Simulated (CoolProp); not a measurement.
Properties of CHF3 (R23) at several states.

Computed with CoolProp (reference Helmholtz-energy equation of state, Penoncello 2003).

| T (K) | p (bar) | phase | speed of sound (m/s) | Prandtl number |
|---|---|---|---|---|
| 370.1 | 65.5 | supercritical | 197.0 | 0.950 |
| 303.1 | 2.07 | gas | 205.1 | 0.811 |
| 372.3 | 2.55 | gas | 225.8 | 0.868 |
| 192.6 | 44 | liquid | 840.0 | 2.80 |
| 249 | 5.94 | gas | 178.6 | 0.848 |
| 378.5 | 0.122 | gas | 228.7 | 0.881 |

Viscosity comes from a separate model (Shan 2000). Thermal conductivity comes from a separate model (Shan 2000).
